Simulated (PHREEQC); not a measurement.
Make-up at 26 °C: 0.033 mol/kgw KOH, 0.00037 mol/kgw H4SiO4 and 0.0028 mol/kgw KH2PO4. Closed to the air; pH follows from the charge balance.

All values are PHREEQC results (ion-association model, phreeqc.dat), not measurements.

This is a speciation only: nothing precipitates in the calculation.

Problem. Order these P species by the share of P that they hold, largest first: HPO4-2, PO4-3, KHPO4-.

Solution. PO4-3 (72 %), HPO4-2 (28 %), KHPO4- (0.91 %)

Problem. Order these Si species by the share of Si that they hold, largest first: H4SiO4, H2SiO4-2, H3SiO4-.

Solution. H3SiO4- (80 %), H2SiO4-2 (20 %), H4SiO4 (0.20 %)

The pH is 12.32 and the ionic strength 0.0426 mol/kgw.
